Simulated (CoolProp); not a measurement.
Model: reference Helmholtz-energy equation of state, Lemmon 2006, in CoolProp. It is a short technical equation, of lower accuracy than the large ones.

Problem. For nitrous oxide, give the phase and the Joule-Thomson coefficient (K/MPa) at 321.3 K and 0.106 MPa.

Solution. 
- 321.3 K and 0.106 MPa: gas; Joule-Thomson coefficient 9.17
